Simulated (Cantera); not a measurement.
A Cantera script and what it prints.

```python
import numpy as np
import cantera as ct

gas_names = """
    C CH CH2 CH3 CH4 CN C2 C2H C2H2,acetylene C2H2,vinylidene C2H3,vinyl CH3CN C2H4 C2H5 C2H6 CCN CNC
    C2N2 C3 C3H3,propargyl C3H4,allene C3H4,propyne C3H4,cyclo- C3H5,allyl C3H6,propylene C3H6,cyclo-
    C3H7,n-propyl C3H7,i-propyl C3H8 C4 C4H2 C4H4,1,3-cyclo- C4H6,butadiene C4H6,2-butyne C4H6,cyclo-
    C4H8,1-butene C4H8,cis2-buten C4H8,tr2-butene C4H8,isobutene C4H8,cyclo- C4H9,n-butyl C4H9,i-butyl
    C4H9,s-butyl C4H9,t-butyl C4H10,isobutane C4H10,n-butane C4N2 C5 C5H6,1,3cyclo- C5H8,cyclo-
    C5H10,1-pentene C5H10,cyclo- C5H11,pentyl C5H11,t-pentyl C5H12,n-pentane C5H12,i-pentane
    CH3C(CH3)2CH3 C6H2 C6H5,phenyl C6H6 C6H10,cyclo- C6H12,1-hexene C6H12,cyclo- C6H13,n-hexyl
    C7H7,benzyl C7H8 C7H14,1-heptene C7H15,n-heptyl C7H16,n-heptane C8H8,styrene C8H10,ethylbenz
    C8H16,1-octene C8H17,n-octyl C8H18,isooctane C8H18,n-octane C9H19,n-nonyl C10H8,naphthale
    C10H21,n-decyl C12H9,o-bipheny C12H10,bipheny H HCN HCCN HNC H2 N NH NH2 NH3 N2 N2H2 N2H4 Si SiC
    SiC2 SiC4H12 SiH SiH2 SiH3 SiH4 SiN Si2 Si2C Si2N Si3
""".split()
cond_names = """
    C(gr) C6H6(L) C7H8(L) C8H18(L),n-octa Si(cr) Si(L) SiC(b) Si3N4(a)
""".split()


def load(file, names, dense=False):
    # The tables refer to 1 bar. Condensed volumes are neglected.
    table = {s.name: s for s in ct.Species.list_from_file(file)}
    out = []
    for n in names:
        d = dict(table[n].input_data)
        d["thermo"] = dict(d["thermo"], **{"reference-pressure": 1e5})
        if dense:
            d["equation-of-state"] = {"model": "constant-volume", "density": "1e6 g/cm^3"}
        out.append(ct.Species.from_dict(d))
    return out


gas = ct.Solution(thermo="ideal-gas", species=load("nasa_gas.yaml", gas_names))
cond = {s.name: ct.Solution(thermo="fixed-stoichiometry", species=[s], name=s.name)
        for s in load("nasa_condensed.yaml", cond_names, dense=True)}
atoms = {
    'Si3N4': {'Si': 3, 'N': 4},
    'C': {'C': 1},
    'H2': {'H': 2},
}
top_T = {'C(gr)': 4500, 'SiC(b)': 3050, 'Si3N4(a)': 2400}  # K; cautious upper limits of use, not melting points


def equilibrate(T, P, feed):
    n = {}
    for name, mol in feed.items():
        for a, k in atoms[name].items():
            n[a] = n.get(a, 0.0) + k * mol
    gas.TPX = T, P, n
    mass = sum(n.values()) * gas.mean_molecular_weight
    gas.equilibrate("TP")
    valid = [c for c in cond.values() if c.min_temp <= T <= top_T.get(c.name, c.max_temp)]
    mix = ct.Mixture([(gas, mass / gas.mean_molecular_weight)] + [(c, 0.0) for c in valid])
    mix.T, mix.P = T, P
    mix.equilibrate("TP", solver="vcs", rtol=1e-11, max_steps=5000)
    return mix


results = []
feed = {'Si3N4': 1, 'C': 0.035, 'H2': 3.3}  # mol
T = 2175  # K
P = 19  # Pa
mix = equilibrate(T, P, feed)
results.append((T, P, feed, dict(zip(mix.species_names, mix.species_moles))))
x = sorted(zip(gas.X, gas.species_names), reverse=True)
print(f"T = {T:g} K  P = {P:g} Pa  gas = {mix.phase_moles(0):.4g} mol")
print("   x: " + "  ".join(f"{s} {v:.3e}" for v, s in x if v > 0.0001))
print("   condensed (mol): " + ("  ".join(f"{mix.phase(i).name} {mix.phase_moles(i):.4g}"
      for i in range(1, mix.n_phases) if mix.phase_moles(i) > 1e-12) or "none"))
```

Result:

```
T = 2175 K  P = 19 Pa  gas = 9.092 mol
   x: Si 3.202e-01  H2 2.701e-01  N2 2.194e-01  H 1.840e-01  Si2C 2.899e-03  SiH 1.066e-03  Si2 1.029e-03  HCN 5.359e-04  SiN 3.668e-04  SiC2 1.758e-04
   condensed (mol): none
```

These are equilibrium values from Cantera (NASA tables, ideal gas, pure condensed phases), not measurements of a reactor. The tables' values for SiN are old estimates; treat these amounts as uncertain. Gases not in the tables: Si2H6 and higher silanes.
